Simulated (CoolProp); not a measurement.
Vapour-liquid equilibrium of ethane (1) + n-perfluorobutane (2) at 274.6 K; x and y are mole fractions of (1).

The numbers come from the multi-fluid Helmholtz-energy mixture model, Bücker 2006 and Gao 2022; pair parameters Bell 2016 in CoolProp.

| x | bubble pressure (bar) | y at the bubble point | dew pressure at overall composition x (bar) | liquid density (mol/L) |
|---|---|---|---|---|
| 0.05 | 2.817 | 0.582 | 1.225 | … |
| 0.2 | 7.740 | 0.847 | … | 7.452 |
| 0.35 | 11.69 | 0.899 | 1.803 | 8.143 |
| 0.5 | … | 0.922 | 2.350 | 8.936 |
| 0.65 | 16.98 | 0.939 | 3.365 | 9.871 |
| 0.8 | 19.69 | 0.959 | 5.920 | 11.02 |
| 0.95 | 23.27 | … | 18.54 | 12.55 |

Question: Fill in the missing entries.

Answer: 
- 0.05, liquid density (mol/L): 6.841
- 0.2, dew pressure at overall composition x (bar): 1.460
- 0.5, bubble pressure (bar): 14.56
- 0.95, y at the bubble point: 0.987

No azeotrope shows between x = 0.05 and 0.95.

Pair parameters are fitted to limited data, so mixtures are less certain than the pure fluids. The gap from Raoult's law changes sign with composition, which may be real or a fault of the pair parameters; it wasn't checked against measurements.
